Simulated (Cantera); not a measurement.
**C₂H₆ + H₂O (carbon deposition, reforming and gasification)**

Input: 1 mol C₂H₆, 0.081 mol H₂O, equilibrated at 1425 °C and 75.0 Torr.

Method: chemical equilibrium by Gibbs-energy minimisation in Cantera with the NASA 1993 tables (ideal gas, pure condensed phases). Candidate condensed phases: C, C₆H₆, C₇H₈, C₈H₁₈, H₂O; 110 gas species. Equilibrium is a limit: real reactors are often held back by kinetics, nucleation or transport.

| Item | Result |
|---|---|
| x(H₂) | 0.974 |
| x(CO) | 0.0256 |
| x(H) | 0.000452 |
| x(CH₄) | 0.000105 |
| x(C₂H₂ (acetylene)) | 7.03e-5 |
| x(H₂O) | 1.22e-6 |
| n(C(graphite)) | 1.92 mol |
| gas amount | 3.162 mol |
